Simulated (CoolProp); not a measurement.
Properties of propylene at several states.

Computed with CoolProp (reference Helmholtz-energy equation of state, Lemmon 2013).

| T (K) | p (kPa) | phase | cv (kJ/(kg K)) | isothermal compressibility (1/MPa) | conductivity (mW/(m K)) |
|---|---|---|---|---|---|
| 500.2 | 22600 | supercritical | … | … | … |
| 262.5 | 99.6 | gas | … | 10.26 | 13.7 |
| 262.7 | 44.6 | gas | 1.211 | 22.64 | 13.7 |
| 200.7 | 22200 | liquid | … | … | … |

### Question
What belongs in the gaps?

### Answer

- 500.2, cv (kJ/(kg K)): 2.165
- 500.2, isothermal compressibility (1/MPa): 0.02840
- 500.2, conductivity (mW/(m K)): 79.5
- 262.5, cv (kJ/(kg K)): 1.218
- 200.7, cv (kJ/(kg K)): 1.363
- 200.7, isothermal compressibility (1/MPa): 0.001057
- 200.7, conductivity (mW/(m K)): 164

Thermal conductivity comes from a separate model (Huber 2003), an estimate that may be off by 10 % or more.
